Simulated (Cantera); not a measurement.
An isothermal, constant-pressure homogeneous reactor starts with 15.6 % H2, 82.0 % O2, 2.38 % H2O, equivalence ratio 0.095, at 1473 K and 650 Pa.

Cantera simulation using the H2/O2 subset of GRI-Mech 3.0, which has no nitrogen chemistry; the numbers are that mechanism's predictions, not measurements. Radical loss at walls, strong at low pressure, is not modelled. The temperature is held fixed by assumption; the heat of reaction is taken as removed at once.

Question: Predict: x(H2) at 3.00 s; x(O2) at 3.00 s; x(H) at 3.00 s; x(H2O2) at 3.00 s; x(O) at 3.00 s; x(OH) at 3.00 s.

Answer: 
```
Quantity                                             Result
-----------------  ----------------------------------------
x(H2) at 3.00 s     2.32e-5 (gas-phase equilibrium 3.55e-6)
x(O2) at 3.00 s         0.804 (gas-phase equilibrium 0.805)
x(H) at 3.00 s      4.97e-6 (gas-phase equilibrium 2.98e-7)
x(H2O2) at 3.00 s   5.46e-9 (gas-phase equilibrium 2.49e-9)
x(O) at 3.00 s     0.000205 (gas-phase equilibrium 3.13e-5)
x(OH) at 3.00 s    0.00109 (gas-phase equilibrium 0.000425)
```
